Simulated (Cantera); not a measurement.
Input (Python, Cantera):

```python
import numpy as np
import cantera as ct

gas = ct.Solution("SiF4_NH3_mec.yaml", "gas")
gas.TPX = 2125, 2666, {'NH3': 1, 'H2': 3.6}
inlet = ct.Reservoir(gas, clone=True)

reactor = ct.IdealGasConstPressureReactor(gas, energy="off", clone=False)
exhaust = ct.Reservoir(gas, clone=True)
tau = [7.8, 3.9, 1.9, 0.97, 0.48, 0.24, 0.12, 0.06, 0.03, 0.015, 0.0075][0]
for a, b in ((inlet, reactor), (reactor, exhaust)):
    ct.MassFlowController(a, b, mdot=lambda t: reactor.mass / tau)
net = ct.ReactorNet([reactor])
show = ['NH3', 'H2', 'N2', 'NH2', 'NH', 'N2H2', 'N']

rows = []
print(f"{'tau/s':>10s}{'T/K':>9s}" + "".join(f"{s:>11s}" for s in show))
for tau in [7.8, 3.9, 1.9, 0.97, 0.48, 0.24, 0.12, 0.06, 0.03, 0.015, 0.0075]:
    net.initial_time = 0.0
    net.advance(30 * tau)
    before = gas.X
    net.advance(40 * tau)
    drift = np.max(np.abs(gas.X - before) / (gas.X + 1e-9))
    rows.append([gas.T, *gas[show].X, drift])
    print(f"{tau:10.3e}{gas.T:9.1f}" + "".join(f"{x:11.3e}" for x in gas[show].X))
```

Result:

```
     tau/s      T/K        NH3         H2         N2        NH2         NH       N2H2          N
 7.800e+00   2125.0  4.136e-03  9.032e-01  8.731e-02  7.281e-05  1.166e-05  4.685e-08  4.897e-06
 3.900e+00   2125.0  1.296e-02  8.999e-01  8.375e-02  1.392e-04  1.355e-05  1.206e-07  3.460e-06
 1.900e+00   2125.0  2.915e-02  8.912e-01  7.709e-02  2.297e-04  1.631e-05  2.622e-07  3.038e-06
 9.700e-01   2125.0  5.269e-02  8.777e-01  6.740e-02  3.373e-04  1.933e-05  4.876e-07  2.905e-06
 4.800e-01   2125.0  8.605e-02  8.583e-01  5.365e-02  4.669e-04  2.250e-05  8.367e-07  2.844e-06
 2.400e-01   2125.0  1.234e-01  8.364e-01  3.827e-02  5.935e-04  2.516e-05  1.255e-06  2.796e-06
 1.200e-01   2125.0  1.575e-01  8.163e-01  2.419e-02  6.964e-04  2.693e-05  1.646e-06  2.731e-06
 6.000e-02   2125.0  1.831e-01  8.013e-01  1.366e-02  7.623e-04  2.764e-05  1.910e-06  2.627e-06
 3.000e-02   2125.0  1.994e-01  7.918e-01  6.971e-03  7.888e-04  2.712e-05  1.988e-06  2.444e-06
 1.500e-02   2125.0  2.086e-01  7.864e-01  3.179e-03  7.747e-04  2.502e-05  1.846e-06  2.117e-06
 7.500e-03   2125.0  2.135e-01  7.837e-01  1.212e-03  7.091e-04  2.056e-05  1.442e-06  1.561e-06
```

Cantera simulation using the gas-phase N/H chemistry of the illustrative SiF4/NH3 mechanism in the Surface Chemkin manual (1991); the numbers are that mechanism's predictions, not measurements. Walls and surfaces, which speed up NH3 decomposition in real reactors, are not modelled.
